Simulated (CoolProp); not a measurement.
R1123 along the isotherm 67.65 °C: density (kg/m³) from the reference equation and from simpler models built on Tc = 58.6 °C, pc = 45.49 bar, ω = 0.243; each cubic takes its own stable root.

The numbers come from the reference Helmholtz-energy equation of state, Akasaka 2020 in CoolProp.

| p (bar) | phase | reference |
|---|---|---|
| 0.632 | gas | 1.838 |
| 0.985 | gas | 2.871 |
| 1.53 | gas | 4.477 |
| 2.39 | gas | 7.038 |
| 3.72 | gas | 11.06 |
| 5.79 | gas | 17.49 |
| 9.01 | gas | 27.92 |
| 14 | gas | 45.27 |
| 21.9 | gas | 76.54 |
| 34 | gas | 139.0 |
| 53 | supercritical | 422.7 |
| 82.5 | supercritical | 809.4 |
| 128 | supercritical | 907.7 |
| 200 | supercritical | 987.4 |

Q: How far does each simpler model (ideal gas, van der Waals, Soave-Redlich-Kwong) lie from the reference over these 14 states: mean and median of the absolute difference, and the worst?

A: 
- ideal gas: mean 22.1 %, median 8.5 %, worst -70.5 % at 67.65 °C and 82.5 bar
- van der Waals: mean 6.8 %, median 1.1 %, worst -27.3 % at 67.65 °C and 82.5 bar
- Soave-Redlich-Kwong: mean 3.5 %, median 0.2 %, worst -15.6 % at 67.65 °C and 82.5 bar
